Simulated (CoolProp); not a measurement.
A simple Rankine cycle with R1224YDZ: condensing at 317.15 K, boiler at 2.68 MPa, turbine inlet 431.3 K, turbine efficiency 0.65, pump efficiency 0.6, no recuperator. Each further row changes one setting.

Values from CoolProp's reference Helmholtz-energy equation of state, Akasaka 2023.

| case | thermal efficiency (%) | net work (kJ/kg) | heat in (kJ/kg) | turbine exit temperature (K) | volume ratio over the turbine |
|---|---|---|---|---|---|
| as stated | 10.5 | 23.5 | 225 | 370.0 | ___ |
| turbine inlet 451.3 K | 10.5 | 26.5 | 252 | ___ | 11.3 |
| condensing temperature 309.15 K | 11.3 | 26.6 | 235 | 365.6 | ___ |
| boiler pressure 1.88 MPa | 9.4 | 22.6 | 240 | ___ | 7.55 |
| turbine efficiency 0.55 | 8.6 | ___ | 225 | 374.4 | ___ |

Question: Some entries are withheld; supply them.

Answer: 
- as stated, volume ratio over the turbine: 12.4
- turbine inlet 451.3 K, turbine exit temperature (K): 395.4
- condensing temperature 309.15 K, volume ratio over the turbine: 15.9
- boiler pressure 1.88 MPa, turbine exit temperature (K): 387.0
- turbine efficiency 0.55, net work (kJ/kg): 19.4
- turbine efficiency 0.55, volume ratio over the turbine: 12.6
